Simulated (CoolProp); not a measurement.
Values from CoolProp's reference Helmholtz-energy equation of state, Thol 2019.

Question: For n-hexane, give the phase and the cv (kJ/(kg K)), isothermal compressibility (1/MPa), expansivity (1/kK), viscosity (µPa s) at 549.2 K and 38.1 bar; 549.2 K and 68.5 bar.

Answer: 
- 549.2 K and 38.1 bar: supercritical; cv 2.77, isothermal compressibility 0.540, expansivity 11.5, viscosity 19.0
- 549.2 K and 68.5 bar: supercritical; cv 2.75, isothermal compressibility 0.0871, expansivity 7.89, viscosity 43.0

Viscosity comes from a separate model (Michailidou 2013).
